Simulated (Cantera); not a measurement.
Standard-state values (1 bar) from the NASA 1993 polynomials, evaluated with Cantera. Values are per mole of reaction as written; species without (g) are pure solids or liquids, kept so even where they would boil at 1 bar.

NO₂(g) + 2 NbO₂ → Nb₂O₅ + NO(g)

```json
[
 {"T (K)": "300", "ΔH° (kJ)": "[?]", "ΔS° (J/K)": "[?]", "ΔG° (kJ)": "[?]", "log10 K": "[?]"},
 {"T (K)": "950", "ΔH° (kJ)": "-252.8", "ΔS° (J/K)": "1.0", "ΔG° (kJ)": "-253.7", "log10 K": "13.95"},
 {"T (K)": "1100", "ΔH° (kJ)": "-262.7", "ΔS° (J/K)": "-8.3", "ΔG° (kJ)": "-253.6", "log10 K": "12.04"},
 {"T (K)": "1250", "ΔH° (kJ)": "[?]", "ΔS° (J/K)": "[?]", "ΔG° (kJ)": "[?]", "log10 K": "[?]"},
 {"T (K)": "1400", "ΔH° (kJ)": "-266.6", "ΔS° (J/K)": "-11.6", "ΔG° (kJ)": "-250.4", "log10 K": "9.34"},
 {"T (K)": "1550", "ΔH° (kJ)": "[?]", "ΔS° (J/K)": "[?]", "ΔG° (kJ)": "[?]", "log10 K": "[?]"},
 {"T (K)": "1700", "ΔH° (kJ)": "-268.0", "ΔS° (J/K)": "-12.5", "ΔG° (kJ)": "-246.8", "log10 K": "7.58"}
]
```

Task: Fill in the missing entries.

Result: 
- 300, ΔH° (kJ): -252.5
- 300, ΔS° (J/K): -1.0
- 300, ΔG° (kJ): -252.2
- 300, log10 K: 43.92
- 1250, ΔH° (kJ): -265.7
- 1250, ΔS° (J/K): -10.9
- 1250, ΔG° (kJ): -252.1
- 1250, log10 K: 10.53
- 1550, ΔH° (kJ): -267.3
- 1550, ΔS° (J/K): -12.1
- 1550, ΔG° (kJ): -248.6
- 1550, log10 K: 8.38
